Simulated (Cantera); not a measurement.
Thermodynamics of hydrogen reduction and annealing atmospheres, feed Fe2O3 + H2 + N2

Input: 1 mol Fe2O3, 150 mol H2, 2.5 mol N2, at 0.560 bar.

Cantera equilibrium calculation (NASA polynomials, part measured and part estimated; ideal gas, pure solids and liquids). Candidate condensed phases: Fe, FeO, Fe(OH)2, Fe(OH)3, Fe2O3, Fe3O4, H2O; 27 gas species. Kinetics and transport are ignored.

```
T (K)   x H2   x H2O    x N2       x H  n Fe(γ)  n Fe(δ)  n Fe(l)
-----  -----  ------  ------  --------  -------  -------  -------
1373   0.964  0.0197  0.0164   4.37e-6     2.00        0        0
1473   0.964  0.0197  0.0164   1.66e-5     2.00        0        0
1573   0.964  0.0197  0.0164   5.33e-5     2.00        0        0
1673   0.964  0.0197  0.0164  0.000149        0     2.00        0
1773   0.964  0.0197  0.0164  0.000373        0     1.99        0
1873   0.963  0.0197  0.0164  0.000846        0        0     1.98
1973   0.962  0.0196  0.0164   0.00177        0        0     1.93
```
x: gas mole fraction; n: condensed amount in mol.

From 1373 K to 1573 K the condensed part is Fe(γ). From 1673 K to 1773 K the condensed part is Fe(δ). From 1873 K to 1973 K the condensed part is Fe(l). The main Fe-bearing gas is Fe throughout.
